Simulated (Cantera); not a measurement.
Input: 1 mol CO₂, 9.8 mol H₂O, 1.4 mol O₂, equilibrated at 2375 K and 0.0230 bar.

Cantera equilibrium calculation (NASA polynomials, part measured and part estimated; ideal gas, pure solids and liquids). Candidate condensed phases: C, C₆H₆, C₇H₈, C₈H₁₈, H₂O; 110 gas species. The numbers say what is thermodynamically allowed, not how fast it happens.

Base state: H₂O 0.672, O₂ 0.119, CO₂ 0.0567, OH 0.0554, H₂ 0.0403, CO 0.0198, H 0.0187, O 0.0173 (mole fractions); condensed: gas only.

### Question
What changes in the equilibrium state with this change: O₂ from 1.4 to 0.088 mol?

### Answer
```tsv
species	before	after
H₂O	0.672	0.720
H₂	0.0403	0.0692
CO₂	0.0567	0.0539
O₂	0.119	0.0465
O	0.0173	0.0108
CO	0.0198	0.0302
H	0.0187	0.0245
OH	0.0554	0.0453
```

### Question
What changes in the equilibrium state with this change: temperature from 2375 K to 1575 K?

### Answer
| species | before | after |
|---|---|---|
| H₂O | 0.672 | 0.803 |
| O₂ | 0.119 | 0.115 |
| CO₂ | 0.0567 | 0.0819 |
| OH | 0.0554 | 0.000911 |
| H₂ | 0.0403 | 7.69e-5 |
| H | 0.0187 | 2.40e-6 |
| CO | 0.0198 | 2.28e-5 |
| O | 0.0173 | 2.39e-5 |
